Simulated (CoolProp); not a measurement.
The fluid at 298.15 K and 0.0113 MPa expands adiabatically to 0.000908 MPa with isentropic efficiency 0.7. The same conditions are run with several fluids, on thermodynamics alone (safety and materials aside).

The numbers come from the reference Helmholtz-energy equation of state of each fluid (tetrahydrofuran: Fiedler 2023; R13: Platzer 1990; R143a: Lemmon and Jacobsen 2000; isobutane: Bücker 2006; fluorine: de Reuck 1990) in CoolProp. The equations of Platzer and Polt are older, rougher fits.

**Question.** Rank tetrahydrofuran, R13, R143a, isobutane, fluorine by work (kJ/kg), highest first.

**Answer.** fluorine (83.2), isobutane (67.1), tetrahydrofuran (53.0), R143a (45.2), R13 (35.6)

| fluid | final temperature (K) | final phase | final density (kg/m³) |
|---|---|---|---|
| tetrahydrofuran | 241.9 | two-phase, vapour fraction 0.999 | 0.0326 |
| R13 | 239.0 | gas | 0.0477 |
| R143a | 246.2 | gas | 0.0373 |
| isobutane | 255.0 | gas | 0.0249 |
| fluorine | 194.2 | gas | 0.0214 |
